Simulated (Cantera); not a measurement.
A closed system holds: 1 mol Fe3O4, 0.82 mol CO, 6.7 mol H2, 2.5 mol CH4, at 0.0310 bar.

Cantera equilibrium calculation (NASA polynomials, part measured and part estimated; ideal gas, pure solids and liquids). Candidate condensed phases: C, C6H6, C7H8, C8H18, Fe, Fe(CO)5, FeO, Fe(OH)2, Fe(OH)3, Fe2O3, Fe3O4, H2O; 114 gas species. Rates play no part.

Question: At 1500 K, list the 5 most abundant gas species with their mole fractions, and the condensed phases.

Answer: H2 0.690, CO 0.210, H2O 0.0893, CO2 0.0105, H 8.30e-5. Condensed: Fe(γ).
